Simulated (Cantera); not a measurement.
Mixture: CH4 : O2 : N2 : CO2 = 1 : 1.67 : 5.33 : 0.23 (molar parts), equivalence ratio 1.2, at 1.00 atm, adiabatic and at constant pressure. Ignition delay is the time to a rise of 400 K.

Detailed kinetics in Cantera: GRI-Mech 3.0 (53 species, 325 reactions).

Question: What does this change do: pressure from 1.00 atm to 4.93 atm?

Answer: 
| quantity | before | after |
|---|---|---|
| delay at 1150 K | 94.7 ms | 19.2 ms |
| delay at 1200 K | 45.5 ms | 9.93 ms |
| delay at 1250 K | 22.6 ms | 5.28 ms |
| delay at 1300 K | 11.7 ms | 2.89 ms |
| delay at 1350 K | 6.21 ms | 1.62 ms |
| delay at 1400 K | 3.42 ms | 0.934 ms |
| apparent activation energy between 1300 and 1400 K | 190 kJ/mol | 170 kJ/mol |
